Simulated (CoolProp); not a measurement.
Properties of ethane at several states (Tc = 305.3 K, pc = 4872 kPa, ω = 0.099).

The numbers come from the reference Helmholtz-energy equation of state, Bücker 2006 in CoolProp.

| T (K) | p (kPa) | phase | Joule-Thomson coefficient (K/MPa) | isothermal compressibility (1/MPa) | fugacity coefficient |
|---|---|---|---|---|---|
| 472.2 | 14100 | supercritical | 2.340 | 0.07605 | 0.8188 |
| 97.6 | 16.3 | liquid | -0.5658 | 0.0005986 | ? |
| 404.9 | 1580 | gas | 4.981 | 0.6624 | 0.9570 |
| 527.5 | 40.3 | gas | 2.415 | 24.82 | 0.9996 |
| 350.4 | 85.9 | gas | 7.182 | 11.69 | 0.9961 |
| 470.9 | 16700 | supercritical | ? | 0.06077 | ? |

Task: Some entries are withheld; supply them.

Result: 
- 97.6, fugacity coefficient: 0.0004043
- 470.9, Joule-Thomson coefficient (K/MPa): 2.009
- 470.9, fugacity coefficient: 0.7938
